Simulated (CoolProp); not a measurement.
Vapour pressure (MPa) of oxygen: the reference equation beside estimates from Tc = 154.6 K, pc = 5.046 MPa, ω = 0.022.

Computed with CoolProp (reference Helmholtz-energy equation of state, Schmidt 1985).

| T (K) | reference | Lee-Kesler | van der Waals | Redlich-Kwong | Soave-Redlich-Kwong | Peng-Robinson |
|---|---|---|---|---|---|---|
| 85 | 0.05683 | 0.05598 | 0.2597 | 0.03878 | 0.05504 | 0.05786 |
| 87.5 | 0.07579 | 0.07480 | 0.3103 | 0.05446 | 0.07375 | 0.07696 |
| 89.9 | 0.09831 | 0.09722 | 0.3650 | 0.07380 | 0.09605 | 0.09960 |
| 92.4 | 0.1269 | 0.1258 | 0.4286 | 0.09919 | 0.1245 | 0.1283 |
| 94.8 | 0.1601 | 0.1589 | 0.4965 | 0.1294 | 0.1575 | 0.1616 |
| 97.3 | 0.2012 | 0.2000 | 0.5745 | 0.1678 | 0.1987 | 0.2028 |
| 99.7 | 0.2477 | ? | 0.6568 | 0.2121 | 0.2453 | 0.2494 |
| 102.2 | 0.3043 | 0.3034 | 0.7505 | 0.2670 | 0.3023 | 0.3061 |
| 104.6 | ? | 0.3666 | 0.8485 | 0.3289 | 0.3657 | 0.3691 |
| 107.1 | 0.4425 | 0.4422 | 0.9591 | 0.4039 | 0.4418 | 0.4446 |
| 109.5 | 0.5249 | 0.5249 | 1.074 | ? | 0.5252 | 0.5272 |
| 112 | 0.6222 | 0.6225 | 1.203 | 0.5857 | 0.6238 | 0.6248 |
| 114.4 | 0.7274 | 0.7280 | 1.335 | 0.6933 | 0.7306 | 0.7304 |

**Question.** Some entries are withheld; supply them.

**Answer.** 
- 99.7, Lee-Kesler: 0.2467
- 104.6, reference: 0.3672
- 109.5, Redlich-Kwong: 0.4869

Absolute difference from the reference over all 13 rows, mean and median: Lee-Kesler 0.6 and 0.4 %, van der Waals 185.6 and 165.2 %, Redlich-Kwong 15.8 and 14.4 %, Soave-Redlich-Kwong 1.2 and 1.0 %, Peng-Robinson 0.8 and 0.7 %.
